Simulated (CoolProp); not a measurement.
A single-stage vapour-compression cycle with propane: evaporating at 291.15 K (dew point), condensing at 359.15 K (bubble point), superheat 5 K, subcooling 0 K, compressor efficiency 0.7, no pressure losses. Each further row changes one setting.

Model: reference Helmholtz-energy equation of state, Lemmon 2009, in CoolProp.

```csv
case,cooling COP,pressure ratio,discharge temperature (K),refrigerating effect (kJ/kg),volumetric capacity (kJ/m³)
as stated,1.41,4.41,379.8,139,2320
evaporating temperature 296.15 K,1.61,3.87,378.5,145,…
condensing temperature 354.15 K,1.72,…,374.1,161,…
subcooling 5 K,1.65,4.41,379.8,163,…
superheat 15 K,…,4.41,388.7,158,2500
compressor efficiency 0.6,1.21,4.41,385.5,139,2320
```

Task: Fill in the missing entries.

Result: 
- evaporating temperature 296.15 K, volumetric capacity (kJ/m³): 2740
- condensing temperature 354.15 K, pressure ratio: 4.02
- condensing temperature 354.15 K, volumetric capacity (kJ/m³): 2670
- subcooling 5 K, volumetric capacity (kJ/m³): 2720
- superheat 15 K, cooling COP: 1.50
